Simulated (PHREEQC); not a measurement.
Acid mine or pickling water

Model water analysis in mmol/kgw, 25 °C, pH 3.15, pe 10.4:

```csv
constituent,mmol/kgw
Na,4.11
K,0.0389
Ca,3.84
Mg,0.63
Cl,3.76
S(6),5.26
Pb,0.0114
Mn(2),0.00145
```

Cl is adjusted to close the charge balance.
Valence states are taken as typed.

The numbers come from PHREEQC with the ion-association model, wateq4f.dat.

```yaml
ionic_strength: 0.0194 mol/kgw
total_alkalinity: -0.985 meq/kg
```

```csv
species,molality,activity,log γ
Na+,0.00406,0.00355,-0.059
SO4-2,0.00403,0.00236,-0.232
Cl-,0.00358,0.00311,-0.061
Ca+2,0.00300,0.00178,-0.228
CaSO4,0.000833,0.000837,0.002
H+,0.000795,0.000708,-0.050
Mg+2,0.000474,0.000284,-0.223
HSO4-,0.000186,0.000162,-0.059
MgSO4,0.000156,0.000157,0.002
NaSO4-,4.79e-5,4.20e-5,-0.057
K+,3.83e-5,3.33e-5,-0.061
Pb+2,6.12e-6,3.54e-6,-0.237
PbSO4,4.68e-6,4.70e-6,0.002
CaHSO4+,3.98e-6,3.47e-6,-0.059
Mn+2,1.15e-6,6.90e-7,-0.223
```

This is a speciation only: nothing precipitates in the calculation.
